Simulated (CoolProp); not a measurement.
Vapour-liquid equilibrium of isohexane (1) + n-heptane (2) at 0.217 MPa; x and y are mole fractions of (1).

The numbers come from the multi-fluid Helmholtz-energy mixture model, Lemmon 2006 and Span 2003; pair parameters Bell 2016 in CoolProp.

```csv
x,bubble temperature (K),y at the bubble point,dew temperature at overall composition x (K),liquid density (mol/L)
0.05,396.8,0.112,398.5,5.905
0.125,392.6,0.257,396.4,5.984
0.2,388.7,0.381,394.3,6.061
0.275,385.1,0.486,392.0,6.137
0.35,381.7,0.576,389.7,6.212
0.425,378.5,0.654,387.2,6.285
0.5,375.5,0.722,384.6,6.358
0.575,372.7,0.780,381.7,6.430
0.65,370.1,0.832,378.7,6.502
0.725,367.6,0.877,375.4,6.573
0.8,365.2,0.916,371.8,6.643
0.875,362.9,0.951,367.7,6.713
0.95,360.8,0.982,363.0,6.782
```

No azeotrope shows between x = 0.05 and 0.95.

The pair parameters rest on a limited set of measurements; away from them the model extrapolates.
